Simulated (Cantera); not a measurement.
Feed: 1 mol SiCl4, 1500 mol H2, equilibrated at 2623.15 K and 0.800 bar.

Method: chemical equilibrium by Gibbs-energy minimisation in Cantera with the NASA 1993 tables (ideal gas, pure condensed phases). Candidate condensed phases: Si; 19 gas species. Gases not in the tables: Si2H6 and higher silanes. Rates play no part.

Base state: H2 0.951, H 0.0459, HCl 0.00251, Si 0.000498, SiH 9.59e-5, Cl 8.49e-5, SiH2 5.17e-5 (mole fractions); condensed: gas only.

Task: What changes in the equilibrium state with this change: temperature from 2623.15 K to 1073.15 K?

Result: 
```
species       before    after
----------  --------  -------
H2             0.951    0.998
HCl          0.00251  0.00234
SiHCl3         <1e-9  5.83e-5
H             0.0459  1.57e-8
Si          0.000498    <1e-9
SiH          9.59e-5    <1e-9
Cl           8.49e-5    <1e-9
SiH2         5.17e-5    <1e-9
SiH2Cl2        <1e-9  3.56e-5
Si(s), mol         0    0.813
```

Task: What changes in the equilibrium state with this change: SiCl4 replaced by CH3SiH3?

Result: 
| species | before | after |
|---|---|---|
| H2 | 0.951 | 0.953 |
| H | 0.0459 | 0.0460 |
| Si | 0.000498 | 0.000495 |
| HCl | 0.00251 | 0 |
| C2H2 (acetylene) | 0 | 0.000307 |
| Cl | 8.49e-5 | 0 |
| CH4 | 0 | 1.22e-5 |
| CH3 | 0 | 1.03e-5 |
The feed counts by its element totals alone. Further candidate phases: C, C6H6, C7H8, C8H18, SiC.
